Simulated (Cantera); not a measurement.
B₂O₃ + N₂ + H₂ (boron, boron nitride and boron oxide)

Charge: 1 mol B₂O₃, 48 mol N₂, 150 mol H₂, at 577 °C and 1.00 Torr.

Method: chemical equilibrium by Gibbs-energy minimisation in Cantera with the NASA 1993 tables (ideal gas, pure condensed phases). Candidate condensed phases: B, BN, B₂O₃, B₃O₃H₃, H₂O; 39 gas species. N₂ is the only nitrogen source here; it is nearly inert below about 1500 K, so the nitride shown seldom forms there in practice. The numbers say what is thermodynamically allowed, not how fast it happens.

- x(H₂): 0.757
- x(N₂): 0.242
- x(H₂O): 0.000524
- n(BN(s)): 0.0693 mol
- n(B₂O₃(l)): 0.965 mol
- gas amount: 198.0 mol
- log10 activity of B(s) (absent): -9.07
- log10 activity of B₃O₃H₃(s) (absent): -19.30
